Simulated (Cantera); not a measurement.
An isothermal, constant-pressure homogeneous reactor starts with CH4 : N2 = 1 : 3.1 (molar parts), at 1475 K and 0.132 atm. Integrator tolerance rtol = 1e-08.

Detailed kinetics in Cantera: GRI-Mech 3.0 (53 species, 325 reactions). GRI-Mech 3.0 stops at C3 and has no aromatics, soot or wall deposition, so with more carbon than oxygen in the feed, carbon stays in small species such as C2H2 where larger ones or solid carbon would form.

```csv
quantity,before,after
x(CH4) at 20.0 s,0.0286 (gas-phase equilibrium 0.00527),0.0487 (gas-phase equilibrium 0.0202)
x(C2H) at 20.0 s,7.67e-9 (gas-phase equilibrium 5.71e-9),1.13e-8 (gas-phase equilibrium 1.03e-8)
x(CH3) at 20.0 s,3.22e-5 (gas-phase equilibrium 7.10e-6),4.26e-5 (gas-phase equilibrium 2.02e-5)
x(C2H2) at 20.0 s,0.0855 (gas-phase equilibrium 0.0532),0.162 (gas-phase equilibrium 0.129)
x(C2H6) at 20.0 s,3.67e-6 (gas-phase equilibrium 2.97e-7),6.86e-6 (gas-phase equilibrium 2.39e-6)
x(C2H4) at 20.0 s,0.00112 (gas-phase equilibrium 0.000740),0.00396 (gas-phase equilibrium 0.00328)
x(H) at 20.0 s,1.44e-5 (gas-phase equilibrium 1.92e-5),2.15e-5 (gas-phase equilibrium 2.59e-5)
```

**Question.** Name the change that produced these shifts.
(A) pressure from 0.132 atm to 0.987 atm
(B) pressure from 0.132 atm to 0.523 atm
(C) N2 3.1 to 0.76 parts
(D) CH4 1 to 0.28 parts

**Answer.** C, N2 3.1 to 0.76 parts
